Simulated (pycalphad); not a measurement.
Source of the numbers: pycalphad with the COST 507 light-alloy database (1999); pressure 1 atm. No gas phase is included, though pure Mg would boil below 1650 K. The database dates from 1999; later assessments differ in places, in temperatures and in the compounds included. Kinetics are ignored, which matters at the lower temperatures.

Molar enthalpy of Mg-2.26Al-1.58Si (at.%) in equilibrium (SER reference):

```
T (K)  H (kJ/mol)                       phases
-----  ----------  ---------------------------
1650        50.54                       LIQUID
1575        47.98                       LIQUID
1500        45.42                       LIQUID
1425        42.86                       LIQUID
1350        40.30                       LIQUID
1275        37.74                       LIQUID
1200        35.18                       LIQUID
1125        32.62                       LIQUID
1050        30.06                       LIQUID
975         27.50                       LIQUID
950         26.65                       LIQUID
925         25.80                       LIQUID
900         24.66               LIQUID + MG2SI
850         14.52               HCP_A3 + MG2SI
825         13.75               HCP_A3 + MG2SI
750         11.49               HCP_A3 + MG2SI
675          9.29               HCP_A3 + MG2SI
600          7.16               HCP_A3 + MG2SI
525          5.09               HCP_A3 + MG2SI
450          3.05  HCP_A3 + MG2SI + ALMG_GAMMA
375          0.93  HCP_A3 + MG2SI + ALMG_GAMMA
```

Cooling from 925 K to 850 K, across the freezing range, releases 11.3 kJ/mol, or 462 J/g. The slope is 34 J/(mol K) in the liquid and 31 J/(mol K) just below the solidus, where it includes any heat of precipitation. Liquidus 923 K, solidus 866 K. Changes were sought between steps of 25 K, so a narrower field can be missed.

Database names, with the compositions (at.%) that they take in these runs: MG2SI: Mg 67 Si 33; ALMG_GAMMA: Mg 59 Al 41. HCP_A3 is hcp.
